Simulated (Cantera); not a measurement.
An isothermal, constant-pressure homogeneous reactor starts with 4.00 % C2H6, 96.0 % N2, at 1573 K and 72.0 Torr.

Computed with Cantera and GRI-Mech 3.0 (53 species, 325 reactions). GRI-Mech 3.0 stops at C3 and has no aromatics, soot or wall deposition, so with more carbon than oxygen in the feed, carbon stays in small species such as C2H2 where larger ones or solid carbon would form.

x: mole fraction; the columns are a selection and need not sum to one.

```
t (s)       x C2H6    x C2H2       x H    x HCN    x C2H    x C2H4
--------  --------  --------  --------  -------  -------  --------
0.000200    0.0298  0.000152  0.000177  2.71e-7        ?   0.00583
0.000479    0.0148   0.00217  0.000257  8.74e-7        ?    0.0164
0.00115    0.00249    0.0106  0.000270  1.58e-6        ?    0.0189
0.00275   0.000175    0.0206  0.000134  1.87e-6        ?    0.0112
0.00660    2.58e-5    0.0262   6.04e-5  1.92e-6        ?   0.00572
0.0158     7.53e-6    0.0295   3.34e-5  1.92e-6        ?   0.00247
0.0379     3.71e-6    0.0314   2.42e-5  1.92e-6  3.78e-8  0.000684
0.0909     3.08e-6    0.0321   2.31e-5  1.93e-6  3.63e-8  0.000113
0.218      2.72e-6    0.0324   2.37e-5  1.95e-6  3.70e-8   7.40e-5
0.522      2.05e-6    0.0331   2.50e-5  1.98e-6  3.85e-8   6.30e-5
1.25       1.16e-6    0.0341   2.73e-5  2.06e-6  4.12e-8   4.94e-5
3.00       4.25e-7    0.0353   3.04e-5  2.20e-6        ?   3.97e-5
```

**Question.** Complete the blanks.

**Answer.** 
- 0.000200, x C2H: 1.20e-8
- 0.000479, x C2H: 8.76e-8
- 0.00115, x C2H: 2.37e-7
- 0.00275, x C2H: 1.71e-7
- 0.00660, x C2H: 8.72e-8
- 0.0158, x C2H: 5.10e-8
- 3.00, x C2H: 4.51e-8
